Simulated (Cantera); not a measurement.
## Equilibrium for silicon etching in halogen gases: Si + F2 + N2

Feed: 1 mol Si, 4.6 mol F2, a varied amount of N2, at 1473 K and 0.00200 bar.

Equilibrium computed with Cantera from the NASA thermochemical tables; the gas is ideal and each condensed phase is pure. Candidate condensed phases: Si, Si3N4; 16 gas species. Equilibrium is a limit: real reactors are often held back by kinetics, nucleation or transport.

From 2.1 mol N2 to 90 mol N2 nothing is condensed. The main Si-bearing gas is SiF4 throughout.

| n(N2) (mol) | x N2 | x F | x SiF4 | x F2 |
|---|---|---|---|---|
| 2.1 | 0.253 | 0.626 | 0.120 | 0.000135 |
| 3.9 | 0.386 | 0.515 | 0.0990 | 9.11e-5 |
| 7.3 | 0.541 | 0.385 | 0.0741 | 5.10e-5 |
| 14 | 0.693 | 0.257 | 0.0495 | 2.28e-5 |
| 26 | 0.807 | 0.161 | 0.0311 | 8.97e-6 |
| 48 | 0.886 | 0.0959 | 0.0185 | 3.17e-6 |
| 90 | 0.936 | 0.0541 | 0.0104 | 1.00e-6 |
x: gas mole fraction; nothing condenses.
